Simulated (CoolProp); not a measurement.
Vapour-liquid equilibrium of CH2F2 (R32) (1) + R125 (2) at 293.9 K; x and y are mole fractions of (1).

The numbers come from the multi-fluid Helmholtz-energy mixture model, Tillner-Roth 1997 and Lemmon 2005; pair parameters Lemmon 2004 in CoolProp.

| x | bubble pressure, mixture model (bar) | bubble pressure, Raoult's law (bar) | y, mixture model | y, Raoult's law |
|---|---|---|---|---|
| 0.05 | ? | 12.44 | 0.062 | 0.061 |
| 0.2 | ? | 12.85 | 0.238 | 0.234 |
| 0.35 | 13.79 | 13.26 | 0.395 | 0.397 |
| 0.5 | 14.29 | 13.68 | 0.540 | 0.550 |
| 0.65 | 14.68 | 14.09 | 0.676 | 0.694 |
| 0.8 | ? | 14.50 | 0.811 | 0.830 |
| 0.95 | 15.06 | 14.92 | 0.950 | 0.959 |

Fill in the missing entries.


- 0.05, bubble pressure, mixture model (bar): 12.53
- 0.2, bubble pressure, mixture model (bar): 13.20
- 0.8, bubble pressure, mixture model (bar): 14.94

The largest gap from Raoult's law is +4.5 % in bubble pressure, at x = 0.5. No azeotrope shows between x = 0.05 and 0.95.

Pair parameters are fitted to limited data, so mixtures are less certain than the pure fluids.
